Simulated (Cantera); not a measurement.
An adiabatic, constant-pressure homogeneous reactor starts with H2 : O2 : N2 : H2O = 1 : 0.417 : 1.57 : 0.84 (molar parts), equivalence ratio 1.2, at 1600 K and 4.93 atm.

Cantera simulation using GRI-Mech 3.0 (53 species, 325 reactions); the numbers are that mechanism's predictions, not measurements. The hydrogen kinetics of GRI-Mech 3.0 are dated; newer H2 mechanisms differ, most at raised pressure.

Problem. Predict: time of steepest temperature rise; temperature at 5.00 s; equilibrium temperature; x(H2) at 5.00 s; x(O2) at 5.00 s; x(H2O) at 5.00 s; x(NO2) at 5.00 s; x(HO2) at 5.00 s.

Solution. 
```
Quantity                                                            Result
---------------------------------  ---------------------------------------
time of steepest temperature rise                                  2.88 µs
temperature at 5.00 s                                               2758 K
equilibrium temperature                                             2758 K
x(H2) at 5.00 s                      0.0633 (gas-phase equilibrium 0.0633)
x(O2) at 5.00 s                    0.00356 (gas-phase equilibrium 0.00356)
x(H2O) at 5.00 s                       0.455 (gas-phase equilibrium 0.455)
x(NO2) at 5.00 s                   6.94e-7 (gas-phase equilibrium 6.94e-7)
x(HO2) at 5.00 s                   3.93e-6 (gas-phase equilibrium 3.93e-6)
```
